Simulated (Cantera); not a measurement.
Cantera run:

```python
import numpy as np
import cantera as ct

gas_names = """
    Mg MgN MgO Mg2 N NO NO2 NO3 N2 N2O O O2 O3 Si SiN SiO SiO2 Si2 Si2N Si3
""".split()
cond_names = """
    Mg(cr) Mg(L) MgO(s) MgO(L) MgSiO3(I) MgSiO3(II) MgSiO3(III) MgSiO3(L) Mg2SiO4(s) Mg2SiO4(L) Si(cr)
    Si(L) SiO2(Lqz) SiO2(hqz) SiO2(L) Si2N2O(s) Si3N4(a)
""".split()


# ... load() reads the species with a 1 bar reference pressure and builds the phases ...
atoms = {
    'SiO2': {'Si': 1, 'O': 2},
    'MgO': {'Mg': 1, 'O': 1},
    'N2': {'N': 2},
}
top_T = {'Si2N2O(s)': 2100, 'Si3N4(a)': 2400}  # K; cautious upper limits of use, not melting points


# ... equilibrate(T, P, feed) seeds the gas with the atoms and calls Mixture.equilibrate('TP', solver="vcs", rtol=1e-11, max_steps=5000) ...
results = []
T = 1773  # K
P = 13332.2  # Pa
for m in [0.44, 0.68, 0.93, 1.2, 1.4, 1.7, 1.9]:
    feed = {'SiO2': 1, 'MgO': m, 'N2': 0.6}  # mol
    mix = equilibrate(T, P, feed)
    results.append((T, P, feed, dict(zip(mix.species_names, mix.species_moles))))

top = {s: max(r[3][s] / sum(r[3][g] for g in gas_names) for r in results) for s in gas_names}
cols = sorted((s for s in top if top[s] > 0.001), key=lambda s: -top[s])[:9]
seen = [c for c in cond_names if any(r[3].get(c, 0) > 1e-12 for r in results)]
print("log10 of partial pressures in bar; condensed amounts in mol")
print(f"{'n(MgO)':>10s}" + "".join(f"{s[:9]:>10s}" for s in cols + seen))
for T, P, feed, n in results:
    ng = sum(n[g] for g in gas_names)
    print(f"{feed['MgO']:10.4g}" + "".join(f"{np.log10(max(n[s] / ng * P / 1e5, 1e-99)):10.3f}" for s in cols)
          + "".join(f"{n.get(c, 0):10.4g}" for c in seen))
```

Output:

```
log10 of partial pressures in bar; condensed amounts in mol
    n(MgO)        N2 MgSiO3(II Mg2SiO4(s   SiO2(L)
      0.44    -0.875      0.44         0      0.56
      0.68    -0.875      0.68         0      0.32
      0.93    -0.875      0.93         0      0.07
       1.2    -0.875       0.8       0.2         0
       1.4    -0.875       0.6       0.4         0
       1.7    -0.875       0.3       0.7         0
       1.9    -0.875       0.1       0.9         0
```

Equilibrium computed with Cantera from the NASA thermochemical tables; the gas is ideal and each condensed phase is pure. Mutual solubility and eutectic melting of coexisting phases are not modelled. The tables hold silica as quartz up to 1696 K and as liquid above; real silica turns to tridymite and cristobalite and melts near 1996 K. Condensed phases not in the tables: alloys, solid solutions and most ternary compounds.
